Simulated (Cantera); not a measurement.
## Ignition delay

Mixture: 36.3 % CO, 3.23 % H2, 1.81 % CH4, 12.3 % O2, 46.4 % N2, equivalence ratio 1.9, at 101000 Pa, adiabatic and at constant volume. Ignition delay is the time to a rise of 400 K.

Model: GRI-Mech 3.0 (53 species, 325 reactions), integrated in Cantera. Below about 1000 K GRI-Mech 3.0 lacks low-temperature oxidation paths. Below about 950 K walls govern HO2 and H2O2 in real vessels.

```
T0 (K)  delay (ms)
------  ----------
923           10.6
998           2.17
1073         0.745
1148         0.337
1223         0.186
1298         0.117
1373        0.0816
1448        0.0603
```

```
Quantity                                               Result
--------------------------------------------------  ---------
apparent activation energy between 1298 and 1448 K  69 kJ/mol
```
